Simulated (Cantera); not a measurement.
A perfectly stirred reactor is fed with 8.14 % CH4, 2.12 % H2, 18.9 % O2, 70.9 % N2, at 1000000 Pa; it is adiabatic with a 500 K inlet, and is followed from long to short residence time, starting on the burning branch (τ in s: 0.041, 0.017, 0.0068, 0.0028, 0.0011, 0.00046, 0.00019, 7.7e-05, 3.1e-05, 1.3e-05, 5.2e-06).

Model: GRI-Mech 3.0 (53 species, 325 reactions), integrated in Cantera.

Problem. Predict: blow-out, bracketed by the residence times tried; x(CH4) at τ = 41.0 ms; x(H2) at τ = 41.0 ms; x(O2) at τ = 41.0 ms; x(H2O) at τ = 41.0 ms; x(CH4) at τ = 0.460 ms; x(H2) at τ = 0.460 ms; x(O2) at τ = 0.460 ms; x(H2O) at τ = 0.460 ms; x(C2H4) at τ = 0.460 ms.

Solution. 
```json
{
  "blow_out_bracketed_by_the_residence_times_tried": "burning at 31.0 µs, out at 13.0 µs",
  "x(CH4) at τ = 41.0 ms": "1.11e-6",
  "x(H2) at τ = 41.0 ms": "0.00113",
  "x(O2) at τ = 41.0 ms": "0.0154",
  "x(H2O) at τ = 41.0 ms": "0.183",
  "x(CH4) at τ = 0.460 ms": "5.96e-5",
  "x(H2) at τ = 0.460 ms": "0.00267",
  "x(O2) at τ = 0.460 ms": "0.0192",
  "x(H2O) at τ = 0.460 ms": "0.179",
  "x(C2H4) at τ = 0.460 ms": "5.97e-8"
}
```
